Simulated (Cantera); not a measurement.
A Cantera script and its output.

```python
import numpy as np
import cantera as ct

gas = ct.Solution("gri30.yaml", transport_model="mixture-averaged")
show = ['CO2', 'O', 'C2H2']

rows = []
print(f"{'T/K':>7s}{'rho':>11s}{'cp':>10s}{'mu':>11s}{'lambda':>11s}{'Pr':>7s}" + "".join(f"{'D_' + s:>11s}" for s in show))
for T in [400, 500, 600, 700, 800, 900, 1000]:
    gas.TPX = T, 100000, {'N2O': 0.3, 'CO2': 0.67}
    Pr = gas.cp_mass * gas.viscosity / gas.thermal_conductivity
    D = [gas.mix_diff_coeffs_mole[gas.species_index(s)] for s in show]
    rows.append([gas.density, gas.cp_mass, gas.viscosity, gas.thermal_conductivity, Pr, *D])
    print(f"{T:7g}{gas.density:11.4e}{gas.cp_mass:10.1f}{gas.viscosity:11.4e}"
          f"{gas.thermal_conductivity:11.4e}{Pr:7.3f}" + "".join(f"{d:11.4e}" for d in D))
print("SI units: kg/m3, J/kg/K, Pa s, W/m/K, m2/s")
```

Output:

```
    T/K        rho        cp         mu     lambda     Pr      D_CO2        D_O     D_C2H2
    400 1.3233e+00     947.9 1.9660e-05 2.5370e-02  0.735 1.9465e-05 4.2935e-05 2.1416e-05
    500 1.0586e+00    1022.8 2.3858e-05 3.3247e-02  0.734 2.9458e-05 6.3552e-05 3.2319e-05
    600 8.8220e-01    1083.9 2.7697e-05 4.0927e-02  0.733 4.1016e-05 8.7125e-05 4.4903e-05
    700 7.5617e-01    1134.1 3.1252e-05 4.8330e-02  0.733 5.4011e-05 1.1345e-04 5.9036e-05
    800 6.6165e-01    1175.7 3.4577e-05 5.5438e-02  0.733 6.8345e-05 1.4235e-04 7.4614e-05
    900 5.8813e-01    1210.8 3.7712e-05 6.2259e-02  0.733 8.3940e-05 1.7372e-04 9.1554e-05
   1000 5.2932e-01    1240.6 4.0688e-05 6.8810e-02  0.734 1.0073e-04 2.0744e-04 1.0979e-04
SI units: kg/m3, J/kg/K, Pa s, W/m/K, m2/s
```

Computed with Cantera and GRI-Mech 3.0 (53 species, 325 reactions).
